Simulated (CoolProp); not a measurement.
The numbers come from the reference Helmholtz-energy equation of state, Schmidt 1985 in CoolProp.

Problem. Give the vapour pressure (kPa), liquid density (kg/m³), liquid cp (kJ/(kg K)) of saturated oxygen at -184.95 °C.

Solution. 
```csv
T (°C),p (kPa),liquid density (kg/m³),liquid cp (kJ/(kg K))
-184.95,81.9,1150,1.69
```
